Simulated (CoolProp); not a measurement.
Model: reference Helmholtz-energy equation of state, Lemmon 2005, in CoolProp. It is a short technical equation, of lower accuracy than the large ones.

**Question.** Give the vapour pressure (bar), vapour density (kg/m³), enthalpy of vaporisation (kJ/kg), liquid cp (kJ/(kg K)) of saturated 1-butene at 277.8 K.

**Answer.** 
```tsv
T (K)	p (bar)	vapour density (kg/m³)	enthalpy of vaporisation (kJ/kg)	liquid cp (kJ/(kg K))
277.8	1.52	3.92	382	2.21
```
